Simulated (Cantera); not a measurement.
Feed: 1 mol CH₃SiCl₃, 0.1 mol C₃H₈, 1200 mol H₂, equilibrated at 2198 K and 75.0 Torr.

These are equilibrium values from Cantera (NASA tables, ideal gas, pure condensed phases), not measurements of a reactor. Candidate condensed phases: C, C₆H₆, C₇H₈, C₈H₁₈, Si, SiC; 109 gas species. The feed counts by its element totals alone. Gases not in the tables: Si₂H₆ and higher silanes. The numbers say what is thermodynamically allowed, not how fast it happens.

Base state: H₂ 0.979, H 0.0174, HCl 0.00243, Si 0.000614, C₂H₂ (acetylene) 0.000502, SiH 8.54e-5, SiH₂ 4.91e-5, Cl 3.15e-5 (mole fractions); condensed: gas only.

Question: What changes in the equilibrium state with this change: pressure from 75.0 Torr to 270 Torr?

Answer: 
```
species        before     after
-----------  --------  --------
H₂              0.979     0.987
H              0.0174   0.00922
HCl           0.00243   0.00245
Si           0.000614  0.000290
SiC₂          1.18e-5   3.77e-6
CH₄           1.14e-5   3.42e-5
Cl            3.15e-5   1.67e-5
SiH₂          4.91e-5   8.42e-5
SiC(s), mol         0     0.394
```
